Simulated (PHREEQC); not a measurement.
## Alkaline etch or developer (model solution)

Solution (20 °C): 7.4 mmol/kgw LiOH, 0.33 mmol/kgw H3BO3 and 74 mmol/kgw Na2CO3. Closed to the air; pH follows from the charge balance.

Computed with PHREEQC (ion-association model, phreeqc.dat).

Each row changes one thing in this solution. Precipitation was switched off in this run.

```csv
case,pH,ionic strength (mol/kgw),Na+ (mol/kgw),CO3-2 (mol/kgw),NaCO3- (mol/kgw),HCO3- (mol/kgw)
as made,11.91,0.175,0.121,0.0467,0.0267,0.000590
LiOH from 0.0074 to 0.00666 mol/kgw,11.87,0.175,0.121,0.0466,0.0267,0.000647
diluted 2-fold with water,___,___,0.0642,0.0266,0.00977,0.000664
H3BO3 from 0.00033 to 0.000297 mol/kgw,11.91,0.175,0.121,0.0467,0.0267,0.000588
LiOH left out,___,0.167,0.121,0.0453,0.0264,0.00223
```

Fill in the missing entries.


- diluted 2-fold with water, pH: 11.68
- diluted 2-fold with water, ionic strength (mol/kgw): 0.0945
- LiOH left out, pH: 11.32

Species that the database lacks are ignored.
